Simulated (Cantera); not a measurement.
## Premixed flame

A freely propagating, adiabatic, planar premixed flame of H2 : O2 : N2 = 1 : 0.769 : 2.89 (molar parts), unburnt at 498 K and 1.00 bar; mixture-averaged transport, grid criteria slope 0.08 and curve 0.16, no radiation.

Computed with Cantera and the H2/O2 subset of GRI-Mech 3.0, which has no nitrogen chemistry. Burning velocities carry a grid error of a few per cent, more on coarse grids. Lean hydrogen flames are cellular in practice and burn faster than this planar one.

| z (mm) | T (K) | u (m/s) | x H2 | x O2 | x H2O2 | x H2O | x H | x HO2 |
|---|---|---|---|---|---|---|---|---|
| -1.20 | 498 | 3.12 | 0.215 | 0.165 | <1e-8 | <1e-8 | <1e-8 | <1e-8 |
| -0.800 | 498 | 3.12 | 0.215 | 0.165 | <1e-8 | 1.24e-8 | <1e-8 | <1e-8 |
| -0.600 | 498 | 3.11 | 0.214 | 0.165 | <1e-8 | 1.88e-7 | <1e-8 | 2.34e-8 |
| -0.400 | 498 | 3.11 | 0.213 | 0.165 | 4.90e-8 | 7.54e-6 | <1e-8 | 1.33e-6 |
| -0.200 | 535 | 3.29 | 0.197 | 0.168 | 1.62e-5 | 0.00215 | 4.94e-5 | 0.000267 |
| -0.1000 | 782 | 4.66 | 0.155 | 0.162 | 3.49e-5 | 0.0276 | 0.00259 | 0.000246 |
| 0 | 1165 | 6.77 | 0.0870 | 0.131 | 9.92e-6 | 0.0967 | 0.0136 | 0.000116 |
| 0.1000 | 1443 | 8.32 | 0.0351 | 0.0910 | 4.64e-6 | 0.165 | 0.0209 | 6.51e-5 |
| 0.200 | 1594 | 9.15 | 0.0186 | 0.0747 | 2.54e-6 | 0.191 | 0.0188 | 4.45e-5 |
| 0.400 | 1747 | 9.96 | 0.0126 | 0.0684 | 1.23e-6 | 0.205 | 0.0120 | 2.98e-5 |
| 0.800 | 1877 | 10.6 | 0.00881 | 0.0661 | 6.57e-7 | 0.216 | 0.00593 | 1.87e-5 |
| 1.60 | 1974 | 11.1 | 0.00502 | 0.0650 | 3.89e-7 | 0.225 | 0.00227 | 1.03e-5 |
| 3.20 | 2032 | 11.4 | 0.00232 | 0.0649 | 2.42e-7 | 0.231 | 0.000666 | 5.20e-6 |
x: mole fraction of selected species; z is measured from the peak of heat release.

The laminar burning velocity comes out as 312 cm/s. The thermal thickness is 0.400 mm and the peak x(H2O2) is 3.75e-5. The peak x(H) is 0.0210, the peak x(HO2) is 0.000357 and the grid points is 114.
